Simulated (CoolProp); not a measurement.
Isobutene along the isobar 4.29 MPa: density (kg/m³) from the reference equation and from simpler models built on Tc = 144.9 °C, pc = 4.016 MPa, ω = 0.193; each cubic takes its own stable root.

Values from CoolProp's reference Helmholtz-energy equation of state, Lemmon 2005. It is a short technical equation, of lower accuracy than the large ones.

| T (°C) | phase | reference | van der Waals | Redlich-Kwong | Soave-Redlich-Kwong |
|---|---|---|---|---|---|
| -53.35 | liquid | 680.3 | 425.6 | 625.6 | 633.8 |
| -32.45 | liquid | (withheld) | 414.3 | 605.6 | 615.7 |
| -11.55 | liquid | (withheld) | 402.2 | 584.0 | 595.7 |
| 9.35 | liquid | 613.6 | 389.3 | 560.5 | 573.5 |
| 30.35 | liquid | 589.1 | 375.2 | 534.5 | (withheld) |
| 51.25 | liquid | 562.9 | 359.7 | 505.9 | 520.4 |
| 72.15 | liquid | 533.9 | 342.3 | 473.6 | 488.0 |
| 93.05 | liquid | 500.6 | 322.0 | 436.1 | 449.6 |
| 113.95 | liquid | 459.4 | 296.8 | 390.1 | 401.4 |
| 134.85 | liquid | 398.7 | 260.6 | 325.2 | 331.6 |
| 155.75 | supercritical | 142.1 | 140.8 | 140.5 | 135.4 |
| 176.65 | supercritical | 102.6 | 103.0 | 103.1 | 99.80 |
| 197.65 | supercritical | 87.12 | 88.61 | 88.00 | 85.14 |
| 218.55 | supercritical | (withheld) | 79.42 | 78.52 | 75.92 |

Q: Some entries are withheld; supply them.

A: 
- -32.45, reference: 658.8
- -11.55, reference: 636.6
- 30.35, Soave-Redlich-Kwong: 548.5
- 218.55, reference: 77.52
